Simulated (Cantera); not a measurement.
## Ignition delay

Mixture: 31.0 % H2, 17.2 % O2, 51.8 % N2, equivalence ratio 0.90, at 101000 Pa, adiabatic and at constant volume. Ignition delay is the time to a rise of 400 K.

Cantera simulation using GRI-Mech 3.0 (53 species, 325 reactions); the numbers are that mechanism's predictions, not measurements. Where the delays flatten at high temperature, the 400 K rule measures the pace of heat release, not the induction time.

| T0 (K) | delay (ms) |
|---|---|
| 1125 | 0.0618 |
| 1225 | 0.0339 |
| 1325 | 0.0218 |
| 1425 | 0.0157 |
| 1525 | 0.0124 |
| 1625 | 0.0106 |
| 1725 | 0.00977 |
| 1825 | 0.00961 |
